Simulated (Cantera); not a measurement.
A closed system holds: 1 mol c-C4F8, 0.0097 mol CH4, 5.6 mol H2, equilibrated at 2150 K and 0.120 bar.

These are equilibrium values from Cantera (NASA tables, ideal gas, pure condensed phases), not measurements of a reactor. The feed counts by its element totals alone. Kinetics and transport are ignored.

```tsv
species	before	after
HF	0.830	0.794
H2	0.165	0.118
H	0.00495	0.0811
C3	7.14e-9	0.000263
C2	<1e-9	2.57e-5
C	5.12e-9	5.49e-5
C2H	2.88e-7	0.000341
CF	1.66e-7	0.000170
C4H2	2.52e-7	5.46e-5
C(graphite), mol	4.00	3.91
```
Gas species are given as mole fractions.

Q: Name the change that produced these shifts.
(A) pressure from 0.120 bar to 12.0 mbar
(B) temperature from 2150 K to 1150 K
(C) temperature from 2150 K to 2800 K
(D) temperature from 2150 K to 650 K

A: C, temperature from 2150 K to 2800 K
